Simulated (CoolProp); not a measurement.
Vapour-liquid equilibrium of CH2F2 (R32) (1) + R152A (2) at 0.00684 MPa; x and y are mole fractions of (1).

Values from CoolProp's multi-fluid Helmholtz-energy mixture model, Tillner-Roth 1997 and Outcalt 1996; pair parameters Bell 2016.

Problem. Give the bubble temperature and the first vapour's composition at x = 0.05, 0.65, 0.95. Is there an azeotrope?

Solution. x = 0.05: -74.2 °C, y = 0.220; x = 0.65: -89.2 °C, y = 0.910; x = 0.95: -92.7 °C, y = 0.990. No azeotrope shows between x = 0.05 and 0.95.

The pair parameters rest on a limited set of measurements; away from them the model extrapolates.
